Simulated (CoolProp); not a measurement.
Decamethyltetrasiloxane (MD2M) along the isobar 5.42 MPa: density (kg/m³) from the reference equation and from simpler models built on Tc = 599.4 K, pc = 1.144 MPa, ω = 0.635; each cubic takes its own stable root.

Values from CoolProp's reference Helmholtz-energy equation of state, Thol 2017.

```csv
T (K),phase,reference,van der Waals,Redlich-Kwong,Soave-Redlich-Kwong
399.1,liquid,760.5,460.7,651.3,687.9
405,liquid,754.9,458.8,647.4,684.0
410.9,liquid,749.2,456.9,643.4,680.0
416.8,liquid,743.5,455.0,639.4,675.9
422.6,liquid,737.9,453.1,635.4,671.8
428.5,liquid,732.1,451.2,631.4,667.6
434.4,liquid,726.4,449.3,627.2,663.2
440.3,liquid,720.6,447.3,623.1,658.8
446.1,liquid,714.8,445.4,619.0,654.3
452,liquid,708.9,443.4,614.8,649.7
```
